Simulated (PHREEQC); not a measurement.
0.022 g of hydrous ferric oxide (600 m²/g; 0.2 weak and 0.005 strong sites per Fe, Dzombak-Morel constants, diffuse double layer) in 1 kg of water with 0.005 mol/kgw of an inert sodium salt, at 25 °C; the pH is set by adding NaOH or the inert anion's acid. Oxygen alone is held at its pressure in air (log pO2 = -0.68). The system is closed to CO2. Nothing may precipitate in this run.

Computed with PHREEQC (ion-association model, wateq4f.dat).

| pH | surface charge σ (C/m²) | surface potential ψ (mV) |
|---|---|---|
| 4 | 0.182 | 194 |
| 4.5 | 0.131 | 177 |
| 5 | 0.090 | 158 |
| 5.5 | … | 137 |
| 6 | 0.037 | 114 |
| 6.5 | … | … |
| 7 | … | 62 |
| 7.5 | … | 34 |
| 8 | 0.001 | 6 |
| 8.5 | -0.004 | -22 |
| 9 | -0.009 | -50 |
| 9.5 | -0.018 | … |
| 10 | -0.030 | -103 |

Q: What belongs in the gaps?

A: 
- 5.5, surface charge σ (C/m²): 0.059
- 6.5, surface charge σ (C/m²): 0.023
- 6.5, surface potential ψ (mV): 89
- 7, surface charge σ (C/m²): 0.013
- 7.5, surface charge σ (C/m²): 0.006
- 9.5, surface potential ψ (mV): -77
